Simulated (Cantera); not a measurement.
A closed system holds: 1 mol BF3, 0.18 mol O2, 0.16 mol H2, equilibrated at 775 K and 0.520 bar.

Equilibrium computed with Cantera from the NASA thermochemical tables; the gas is ideal and each condensed phase is pure. Candidate condensed phases: B, B2O3, B3O3H3, H2O; 43 gas species. Equilibrium is a limit: real reactors are often held back by kinetics, nucleation or transport.

Base state: BF3 0.747, H2O 0.0874, O2 0.0784, HF 0.0752, B3O3F3 0.0121, (HBO2)3 0.000267 (mole fractions); condensed: gas only.

What changes in the equilibrium state with this change: pressure from 0.520 bar to 1.20 mbar?


```
species    before    after
-------  --------  -------
BF3         0.747    0.705
HF         0.0752    0.141
O2         0.0784   0.0775
H2O        0.0874   0.0535
B3O3F3     0.0121   0.0235
(HBO2)3  0.000267  1.80e-5
```

What changes in the equilibrium state with this change: pressure from 0.520 bar to 1.33 mbar?


| species | before | after |
|---|---|---|
| BF3 | 0.747 | 0.705 |
| HF | 0.0752 | 0.140 |
| O2 | 0.0784 | 0.0775 |
| H2O | 0.0874 | 0.0542 |
| B3O3F3 | 0.0121 | 0.0232 |
| (HBO2)3 | 0.000267 | 1.91e-5 |

What changes in the equilibrium state with this change: temperature from 775 K to 1800 K?


| species | before | after |
|---|---|---|
| BF3 | 0.747 | 0.595 |
| HF | 0.0752 | 0.222 |
| BOF | 5.75e-8 | 0.110 |
| B3O3F3 | 0.0121 | 7.12e-5 |
| H2O | 0.0874 | 0.00189 |
| O2 | 0.0784 | 0.0703 |
| (HBO2)3 | 0.000267 | <1e-9 |
| OH | <1e-9 | 8.50e-5 |
